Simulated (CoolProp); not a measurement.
Vapour-liquid equilibrium of cyclohexane (1) + n-dodecane (2) at 0.0104 MPa; x and y are mole fractions of (1).

The numbers come from the multi-fluid Helmholtz-energy mixture model, Zhou 2014 and Lemmon 2004; pair parameters Bell 2016 in CoolProp.

Task: Give the bubble temperature and the first vapour's composition at x = 0.05, 0.5, 0.8. Is there an azeotrope?

Result: x = 0.05: 378.4 K, y = 0.761; x = 0.5: 309.8 K, y = 0.998; x = 0.8: 298.2 K, y = 1.000. No azeotrope shows between x = 0.05 and 0.95.

The pair parameters rest on a limited set of measurements; away from them the model extrapolates.
